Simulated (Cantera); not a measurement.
Cantera run:

```python
import numpy as np
import cantera as ct

gas_names = """
    H HNO HNO2 HNO3 HO2 H2 H2O H2O2 N NH NH2 NH3 NH2OH NO NO2 NO3 N2 N2H2 N2H4 N2O O OH O2 O3 Si SiH
    SiH2 SiH3 SiH4 SiN SiO SiO2 Si2 Si2N Si3
""".split()
cond_names = """
    H2O(s) H2O(L) Si(cr) Si(L) SiO2(Lqz) SiO2(hqz) SiO2(L) Si2N2O(s) Si3N4(a)
""".split()


# ... load() reads the species with a 1 bar reference pressure and builds the phases ...
atoms = {
    'SiH4': {'Si': 1, 'H': 4},
    'N2O': {'N': 2, 'O': 1},
    'H2': {'H': 2},
    'O2': {'O': 2},
}
top_T = {'Si2N2O(s)': 2100, 'Si3N4(a)': 2400}  # K; cautious upper limits of use, not melting points


# ... equilibrate(T, P, feed) seeds the gas with the atoms and calls Mixture.equilibrate('TP', solver="vcs", rtol=1e-11, max_steps=5000) ...
results = []
feed = {'SiH4': 1, 'N2O': 0.27, 'H2': 5.5, 'O2': 11}  # mol
P = 100000  # Pa
for T in [773, 823, 873, 923, 973, 1023, 1073, 1123, 1173, 1223, 1273, 1323]:
    mix = equilibrate(T, P, feed)
    results.append((T, P, feed, dict(zip(mix.species_names, mix.species_moles))))

top = {s: max(r[3][s] / sum(r[3][g] for g in gas_names) for r in results) for s in gas_names}
cols = sorted((s for s in top if top[s] > 1e-05), key=lambda s: -top[s])[:5]
seen = [c for c in cond_names if any(r[3].get(c, 0) > 1e-12 for r in results)]
print("log10 of partial pressures in bar; condensed amounts in mol")
print(f"{'T/K':>10s}" + "".join(f"{s[:9]:>10s}" for s in cols + seen))
for T, P, feed, n in results:
    ng = sum(n[g] for g in gas_names)
    print(f"{T:10.4g}" + "".join(f"{np.log10(max(n[s] / ng * P / 1e5, 1e-99)):10.3f}" for s in cols)
          + "".join(f"{n.get(c, 0):10.4g}" for c in seen))
```

Result:

```
log10 of partial pressures in bar; condensed amounts in mol
       T/K       H2O        O2        N2        NO        OH SiO2(Lqz) SiO2(hqz)
       773    -0.276    -0.346    -1.720    -6.549    -8.984         1         0
       823    -0.276    -0.346    -1.720    -6.173    -8.318         1         0
       873    -0.276    -0.346    -1.720    -5.841    -7.728         0         1
       923    -0.276    -0.346    -1.720    -5.545    -7.202         0         1
       973    -0.276    -0.346    -1.720    -5.279    -6.730         0         1
      1023    -0.276    -0.346    -1.720    -5.039    -6.304         0         1
      1073    -0.276    -0.346    -1.720    -4.822    -5.917         0         1
      1123    -0.276    -0.346    -1.720    -4.624    -5.564         0         1
      1173    -0.276    -0.346    -1.720    -4.443    -5.242         0         1
      1223    -0.276    -0.346    -1.720    -4.276    -4.946         0         1
      1273    -0.276    -0.346    -1.720    -4.123    -4.673         0         1
      1323    -0.276    -0.346    -1.721    -3.981    -4.420         0         1
```

These are equilibrium values from Cantera (NASA tables, ideal gas, pure condensed phases), not measurements of a reactor. The tables hold silica as quartz up to 1696 K and as liquid above; real silica turns to tridymite and cristobalite and melts near 1996 K. Gases not in the tables: Si(OH)4.
